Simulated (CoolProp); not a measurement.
Oxygen along the isotherm 156.5 K: density (kg/m³) from the reference equation and from simpler models built on Tc = 154.6 K, pc = 50.46 bar, ω = 0.022; each cubic takes its own stable root.

Computed with CoolProp (reference Helmholtz-energy equation of state, Schmidt 1985).

```tsv
p (bar)	phase	reference
0.239	gas	0.5886
0.351	gas	0.8651
0.516	gas	1.273
0.757	gas	1.871
1.11	gas	2.749
1.63	gas	4.051
2.39	gas	5.969
3.51	gas	8.832
5.16	gas	13.13
7.57	gas	19.59
11.1	gas	29.49
16.3	gas	45.17
23.9	gas	71.08
35.1	gas	119.6
51.6	supercritical	278.2
75.7	supercritical	696.9
```

Problem. How far does each simpler model (ideal gas, van der Waals, Soave-Redlich-Kwong) lie from the reference over these 16 states: mean and median of the absolute difference, and the worst?

Solution. 
- ideal gas: mean 12.9 %, median 2.8 %, worst -73.3 % at 156.5 K and 75.7 bar
- van der Waals: mean 2.4 %, median 0.3 %, worst -24.5 % at 156.5 K and 75.7 bar
- Soave-Redlich-Kwong: mean 0.8 %, median 0.1 %, worst -10.4 % at 156.5 K and 75.7 bar
